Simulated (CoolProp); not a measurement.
Vapour-liquid equilibrium of propane (1) + R236EA (2) at 305.3 K; x and y are mole fractions of (1).

Values from CoolProp's multi-fluid Helmholtz-energy mixture model, Lemmon 2009 and Rui 2013; pair parameters Bell 2016.

| x | bubble pressure (bar) | y at the bubble point | dew pressure at overall composition x (bar) | liquid density (mol/L) |
|---|---|---|---|---|
| 0.05 | 4.021 | 0.351 | 2.763 | 9.270 |
| 0.125 | 5.764 | 0.558 | 3.000 | 9.329 |
| 0.2 | 7.099 | 0.651 | 3.278 | 9.388 |
| 0.275 | 8.087 | 0.704 | 3.610 | 9.448 |
| 0.35 | 8.809 | 0.737 | 4.013 | 9.512 |
| 0.425 | 9.343 | 0.761 | 4.512 | 9.582 |
| 0.5 | 9.758 | 0.780 | 5.146 | 9.664 |
| 0.575 | 10.10 | 0.798 | 5.972 | 9.762 |
| 0.65 | 10.41 | 0.817 | 7.076 | 9.882 |
| 0.725 | 10.70 | 0.839 | 8.544 | 10.03 |
| 0.8 | 10.98 | 0.866 | 10.14 | 10.21 |
| 0.875 | 11.21 | 0.903 | 11.04 | 10.43 |
| 0.95 | 11.36 | 0.954 | 11.35 | 10.70 |

No azeotrope shows between x = 0.05 and 0.95.

The pair parameters rest on a limited set of measurements; away from them the model extrapolates. With so large a gap from Raoult's law the liquid may split in two, which this calculation doesn't test in full.
